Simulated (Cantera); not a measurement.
A Cantera script and what it prints.

```python
import numpy as np
import cantera as ct

gas_names = [...]  # 151 gases of nasa_gas.yaml made of C, H, N, O, Si
cond_names = """
    C(gr) C6H6(L) C7H8(L) C8H18(L),n-octa H2O(s) H2O(L) Si(cr) Si(L) SiC(b) SiO2(Lqz) SiO2(hqz) SiO2(L)
    Si2N2O(s) Si3N4(a)
""".split()


# ... load() reads the species with a 1 bar reference pressure and builds the phases ...
atoms = {
    'HMDSO': {'Si': 2, 'C': 6, 'H': 18, 'O': 1},
    'N2O': {'N': 2, 'O': 1},
    'N2': {'N': 2},
}
top_T = {'C(gr)': 4500, 'SiC(b)': 3050, 'Si2N2O(s)': 2100, 'Si3N4(a)': 2400}  # K; cautious upper limits of use, not melting points


# ... equilibrate(T, P, feed) seeds the gas with the atoms and calls Mixture.equilibrate('TP', solver="vcs", rtol=1e-11, max_steps=5000) ...
results = []
T = 648  # K
P = 140  # Pa
for m in [11, 22, 33, 44, 55, 66, 77, 89, 100, 110, 120, 130]:
    feed = {'HMDSO': 1, 'N2O': 0.24, 'N2': m}  # mol
    mix = equilibrate(T, P, feed)
    results.append((T, P, feed, dict(zip(mix.species_names, mix.species_moles))))
    x = sorted(zip(gas.X, gas.species_names), reverse=True)
    print(f"T = {T:g} K  P = {P:g} Pa  n(N2) = {m:g} mol  gas = {mix.phase_moles(0):.4g} mol")
    print("   x: " + "  ".join(f"{s} {v:.3e}" for v, s in x if v > 1e-05))
    print("   condensed (mol): " + ("  ".join(f"{mix.phase(i).name} {mix.phase_moles(i):.4g}"
          for i in range(1, mix.n_phases) if mix.phase_moles(i) > 1e-12) or "none"))
```

Output:

```
T = 648 K  P = 140 Pa  n(N2) = 11 mol  gas = 19.17 mol
   x: N2 5.384e-01  H2 4.538e-01  CH4 7.867e-03
   condensed (mol): C(gr) 5.849  SiO2(Lqz) 0.16  Si2N2O(s) 0.92
T = 648 K  P = 140 Pa  n(N2) = 22 mol  gas = 30.22 mol
   x: N2 7.054e-01  H2 2.913e-01  CH4 3.243e-03
   condensed (mol): C(gr) 5.902  SiO2(Lqz) 0.16  Si2N2O(s) 0.92
T = 648 K  P = 140 Pa  n(N2) = 33 mol  gas = 41.25 mol
   x: N2 7.836e-01  H2 2.147e-01  CH4 1.761e-03
   condensed (mol): C(gr) 5.927  SiO2(Lqz) 0.16  Si2N2O(s) 0.92
T = 648 K  P = 140 Pa  n(N2) = 44 mol  gas = 52.26 mol
   x: N2 8.289e-01  H2 1.700e-01  CH4 1.104e-03
   condensed (mol): C(gr) 5.942  SiO2(Lqz) 0.16  Si2N2O(s) 0.92
T = 648 K  P = 140 Pa  n(N2) = 55 mol  gas = 63.27 mol
   x: N2 8.585e-01  H2 1.407e-01  CH4 7.567e-04
   condensed (mol): C(gr) 5.952  SiO2(Lqz) 0.16  Si2N2O(s) 0.92
T = 648 K  P = 140 Pa  n(N2) = 66 mol  gas = 74.28 mol
   x: N2 8.794e-01  H2 1.201e-01  CH4 5.508e-04
   condensed (mol): C(gr) 5.959  SiO2(Lqz) 0.16  Si2N2O(s) 0.92
T = 648 K  P = 140 Pa  n(N2) = 77 mol  gas = 85.28 mol
   x: N2 8.949e-01  H2 1.047e-01  CH4 4.188e-04
   condensed (mol): C(gr) 5.964  SiO2(Lqz) 0.16  Si2N2O(s) 0.92
T = 648 K  P = 140 Pa  n(N2) = 89 mol  gas = 97.29 mol
   x: N2 9.078e-01  H2 9.186e-02  CH4 3.224e-04
   condensed (mol): C(gr) 5.969  SiO2(Lqz) 0.16  Si2N2O(s) 0.92
T = 648 K  P = 140 Pa  n(N2) = 100 mol  gas = 108.3 mol
   x: N2 9.172e-01  H2 8.259e-02  CH4 2.606e-04
   condensed (mol): C(gr) 5.972  SiO2(Lqz) 0.16  Si2N2O(s) 0.92
T = 648 K  P = 140 Pa  n(N2) = 110 mol  gas = 118.3 mol
   x: N2 9.241e-01  H2 7.564e-02  CH4 2.186e-04
   condensed (mol): C(gr) 5.974  SiO2(Lqz) 0.16  Si2N2O(s) 0.92
T = 648 K  P = 140 Pa  n(N2) = 120 mol  gas = 128.3 mol
   x: N2 9.300e-01  H2 6.978e-02  CH4 1.860e-04
   condensed (mol): C(gr) 5.976  SiO2(Lqz) 0.16  Si2N2O(s) 0.92
T = 648 K  P = 140 Pa  n(N2) = 130 mol  gas = 138.3 mol
   x: N2 9.351e-01  H2 6.476e-02  CH4 1.602e-04
   condensed (mol): C(gr) 5.978  SiO2(Lqz) 0.16  Si2N2O(s) 0.92
```

Equilibrium computed with Cantera from the NASA thermochemical tables; the gas is ideal and each condensed phase is pure. The feed counts by its element totals alone.
